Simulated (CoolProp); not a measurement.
Vapour-liquid equilibrium of CHF3 (R23) (1) + R152A (2) at 0.114 MPa; x and y are mole fractions of (1).

Computed with CoolProp (multi-fluid Helmholtz-energy mixture model, Penoncello 2003 and Outcalt 1996; pair parameters Bell 2016).

Give the bubble temperature and the first vapour's composition at x = 0.15, 0.25, 0.55. Is there an azeotrope?

x = 0.15: -43.1 °C, y = 0.691; x = 0.25: -52.3 °C, y = 0.835; x = 0.55: -68.4 °C, y = 0.965. No azeotrope shows between x = 0.05 and 0.95.

Pair parameters are fitted to limited data, so mixtures are less certain than the pure fluids.
